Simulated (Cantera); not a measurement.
Charge: 1 mol Al, 12 mol H2O, 8.5 mol N2, 15 mol NH3, held at 1898 K and 1 atm.

Cantera equilibrium calculation (NASA polynomials, part measured and part estimated; ideal gas, pure solids and liquids). Candidate condensed phases: Al, AlN, Al2O3, H2O; 35 gas species. Gases not in the tables: Al(OH)3. Rates play no part.

Base state: H2 0.475, N2 0.317, H2O 0.208, H 0.000535, OH 1.92e-5 (mole fractions); condensed: Al2O3(s).

What changes in the equilibrium state with this change: pressure from 1 atm to 13.3 mbar?


```
species          before     after
-------------  --------  --------
H2                0.475     0.472
N2                0.317     0.316
H2O               0.208     0.207
H              0.000535   0.00465
OH              1.92e-5  0.000167
Al2O3(s), mol     0.500     0.500
```

What changes in the equilibrium state with this change: Al replaced by Pb?


```json
[
 {"species": "H2", "before": "0.475", "after": "0.437"},
 {"species": "N2", "before": "0.317", "after": "0.311"},
 {"species": "H2O", "before": "0.208", "after": "0.233"},
 {"species": "Pb", "before": "0", "after": "0.0194"},
 {"species": "PbO", "before": "0", "after": "3.16e-5"},
 {"species": "OH", "before": "1.92e-5", "after": "2.24e-5"},
 {"species": "H", "before": "0.000535", "after": "0.000513"},
 {"species": "Al2O3(s), mol", "before": "0.500", "after": "0"}
]
```
Further candidate phases: Pb, PbO, PbO2, Pb3O4.
